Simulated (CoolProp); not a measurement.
Computed with CoolProp (reference Helmholtz-energy equation of state, Tillner-Roth 1997).

Q: Give the vapour pressure (MPa), vapour Z, vapour viscosity (µPa s) of saturated CH2F2 (R32) at -32.25, -17.55 °C.

A: 
```tsv
T (°C)	p (MPa)	vapour Z	vapour viscosity (µPa s)
-32.25	0.249	0.926	10.8
-17.55	0.445	0.893	11.5
```

Viscosity comes from a separate model (Bell 2016), an estimate that may be off by 10 % or more.
